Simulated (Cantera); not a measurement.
Input: 1 mol CH3SiCl3, 0.064 mol C2H4, 10 mol H2, equilibrated at 1.00 bar.

Method: chemical equilibrium by Gibbs-energy minimisation in Cantera with the NASA 1993 tables (ideal gas, pure condensed phases). Candidate condensed phases: C, C6H6, C7H8, C8H18, Si, SiC; 109 gas species. The feed counts by its element totals alone. The numbers say what is thermodynamically allowed, not how fast it happens.

Over these rows the condensed part is C(graphite) + SiC(s). Partial pressures as log10 of bar:

```
T (K)  1000/T (1/K)  log p SiCl4  log p H2  log p HCl
-----  ------------  -----------  --------  ---------
1425         0.7018        -2.47     -0.11      -0.68
1500         0.6667        -2.78     -0.11      -0.67
1575         0.6349        -3.10     -0.11      -0.66
1650         0.6061            ?     -0.11      -0.66
1725         0.5797        -3.68     -0.11      -0.66
1800         0.5556        -3.95     -0.11      -0.66
```

Q: Fit log p(SiCl4) = a + b·(1000/T) to the five rows, give the apparent enthalpy, and predict the row at 1650 K.

A: Means: 1000/T = 0.6277, log p = -3.196. Sxy = 0.148307, Sxx = 0.0145661, so b = 10.18 and a = -3.196 − (10.18)×0.6277 = -9.59.
Apparent enthalpy: −19.145 × (10.18) = -195 kJ/mol. With the condensed phases at unit activity, SiC(s) + 4 HCl(g) = SiCl4(g) + C(graphite) + 2 H2(g) links this pressure to the main gases: over the six rows their terms move log p by +0.08 in all, so the slope isn't that reaction's ΔH° alone. The five rows lie within 0.03 of the line.
Prediction at 1650 K: -9.59 + (10.18)×0.6061 = -3.42. The computed value is -3.40, 0.02 from the line.
